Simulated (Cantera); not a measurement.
Charge: 1 mol Ta₂O₅, 2 mol CO, 11 mol H₂, held at 2325 °C and 0.0133 bar.

These are equilibrium values from Cantera (NASA tables, ideal gas, pure condensed phases), not measurements of a reactor. Candidate condensed phases: C, C₆H₆, C₇H₈, C₈H₁₈, H₂O, Ta, TaC, Ta₂O₅; 113 gas species. Equilibrium is a limit: real reactors are often held back by kinetics, nucleation or transport.

Base state: H₂ 0.547, H 0.244, CO 0.126, TaO₂ 0.0512, H₂O 0.0255, TaO 0.00279, OH 0.00262, CO₂ 0.000905 (mole fractions); condensed: Ta₂O₅(l).

What changes in the equilibrium state with this change: temperature from 2325 °C to 1652 °C?


```json
[
 {"species": "H₂", "before": "0.547", "after": "0.838"},
 {"species": "CO", "before": "0.126", "after": "0.153"},
 {"species": "H", "before": "0.244", "after": "0.00758"},
 {"species": "TaO₂", "before": "0.0512", "after": "1.90e-5"},
 {"species": "H₂O", "before": "0.0255", "after": "0.00125"},
 {"species": "O", "before": "0.000757", "after": "6.58e-9"},
 {"species": "O₂", "before": "1.44e-5", "after": "<1e-9"},
 {"species": "OH", "before": "0.00262", "after": "9.75e-7"},
 {"species": "TaO", "before": "0.00279", "after": "3.20e-6"},
 {"species": "Ta₂O₅(l), mol", "before": "0.573", "after": "0"},
 {"species": "TaC(s), mol", "before": "0", "after": "0.00480"},
 {"species": "Ta₂O₅(s), mol", "before": "0", "after": "0.997"}
]
```
Mutual solubility and eutectic melting of coexisting phases are not modelled. TaC: taken at fixed stoichiometry. Condensed phases not in the tables: Ta₂C.
